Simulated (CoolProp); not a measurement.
R236EA at 293.15 K and 0.134 MPa is compressed adiabatically to 0.692 MPa with isentropic efficiency 0.7. Each further row changes one setting.

The numbers come from the reference Helmholtz-energy equation of state, Rui 2013 in CoolProp.

| case | work (kJ/kg) | final temperature (K) | final phase | final density (kg/m³) |
|---|---|---|---|---|
| as stated | 35.9 | 343.2 | gas | 43.8 |
| efficiency 1 | 25.1 | 338.3 | two-phase, vapour fraction 0.956 | 47.0 |
| efficiency 0.65 | 38.6 | 345.8 | gas | 43.2 |
